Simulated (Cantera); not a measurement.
A Cantera script and its output.

```python
import numpy as np
import cantera as ct

gas = ct.Solution("gri30.yaml")
gas.TPX = 525, 57000, {'CH4': 1, 'O2': 2.6, 'N2': 9.77}
flame = ct.FreeFlame(gas, width=0.059)
flame.set_refine_criteria(ratio=3, slope=0.08, curve=0.16)
flame.transport_model = "unity-Lewis-number"
flame.solve(loglevel=0, auto=True)
z, T = flame.grid, flame.T
thick = (T[-1] - T[0]) / np.gradient(T, z).max()
show = ['CH4', 'O2', 'NO', 'C2H4', 'H2O2', 'C2H']
print(f"laminar burning velocity  {flame.velocity[0] * 100:.3f} cm/s")
print(f"burnt temperature         {T[-1]:.1f} K")
print(f"thermal thickness         {thick * 1e3:.4f} mm")
print(f"grid points               {len(z)}")
z0 = z[flame.heat_release_rate.argmax()]
print(f"{'z/mm':>9s}{'T/K':>9s}{'u/(m/s)':>9s}" + "".join(f"{s:>11s}" for s in show))
rows = []
for k in (-3, -2, -1.5, -1, -0.5, -0.25, 0, 0.25, 0.5, 1, 2, 4, 8):
    zz = z0 + k * thick
    rows.append([k * thick, np.interp(zz, z, T), np.interp(zz, z, flame.velocity),
                 *(np.interp(zz, z, flame.X[gas.species_index(s)]) for s in show)])
    print(f"{rows[-1][0] * 1e3:9.3f}{rows[-1][1]:9.1f}{rows[-1][2]:9.3f}" + "".join(f"{x:11.3e}" for x in rows[-1][3:]))
```

It prints:

```
laminar burning velocity  73.305 cm/s
burnt temperature         2103.8 K
thermal thickness         0.6752 mm
grid points               126
     z/mm      T/K  u/(m/s)        CH4         O2         NO       C2H4       H2O2        C2H
   -2.026    525.4    0.734  7.477e-02  1.944e-01  1.153e-09  1.044e-07  7.475e-09  3.501e-25
   -1.350    528.8    0.738  7.457e-02  1.941e-01  1.045e-08  9.422e-07  6.687e-08  1.821e-22
   -1.013    539.9    0.754  7.391e-02  1.931e-01  4.138e-08  3.674e-06  2.542e-07  1.144e-20
   -0.675    601.2    0.841  7.024e-02  1.874e-01  2.272e-07  1.899e-05  1.186e-06  6.241e-18
   -0.338    912.8    1.285  5.066e-02  1.571e-01  1.402e-06  9.794e-05  4.602e-06  2.465e-13
   -0.169   1250.8    1.777  2.810e-02  1.215e-01  2.896e-06  1.617e-04  5.362e-06  2.102e-10
    0.000   1606.5    2.305  5.673e-03  7.989e-02  5.082e-06  8.032e-05  8.727e-07  1.775e-08
    0.169   1741.3    2.501  2.613e-04  6.018e-02  7.451e-06  2.659e-06  4.031e-07  6.019e-09
    0.338   1788.5    2.562  7.728e-06  5.508e-02  9.254e-06  3.797e-08  3.468e-07  1.800e-10
    0.675   1852.0    2.641  1.083e-08  5.159e-02  1.199e-05  1.723e-11  2.649e-07  1.528e-13
    1.350   1927.2    2.733  1.311e-13  4.918e-02  1.607e-05  4.216e-17  1.819e-07  8.143e-19
    2.701   1998.7    2.819  1.039e-18  4.734e-02  2.205e-05  1.960e-24  1.202e-07  4.539e-25
    5.402   2053.4    2.884  1.466e-19  4.594e-02  3.063e-05  1.428e-29  8.231e-08  8.447e-27
```

Model: GRI-Mech 3.0 (53 species, 325 reactions), integrated in Cantera. Unity Lewis numbers drop preferential diffusion, which matters most where H2 and H carry the flame. Burning velocities carry a grid error of a few per cent, more on coarse grids.
